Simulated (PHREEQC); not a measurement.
A PHREEQC input (ion-association model, wateq4f.dat):

```
SOLUTION 1
  temp 65
  units mmol/kgw
  pH 6.85
  pe -0.9
  Na 7060
  K 131
  Ca 764
  Mg 268
  Cl 7700
  S(6) 7520 as SO4
  Alkalinity 33.1 as HCO3
  Zn 6.46
END
USE solution 1
EQUILIBRIUM_PHASES 1
  Gypsum 0 0
  CO2(g) -2.5 10
END
```

The run finishes without an error or a warning.

Its last state differs from that of the intended input:

```tsv
quantity	as run	intended
pH	7.88	7.11
ionic strength (mol/kgw)	11.4	0.382
Na+ (mol/kgw)	2.50	0.290
SO4-2 (mol/kgw)	1.88	0.0450
NaSO4- (mol/kgw)	4.74	0.0170
Ca+2 (mol/kgw)	0.000147	0.00945
SI of Zincite(c) (ZnO)	-0.88	-0.08
```

Q: One thing in the input isn't as intended. What explains the difference?

A: This is not unique; one that fits is The fault: the units line changed with the numbers kept. The line should read `units mg/kgw` where the input has `units mmol/kgw`.
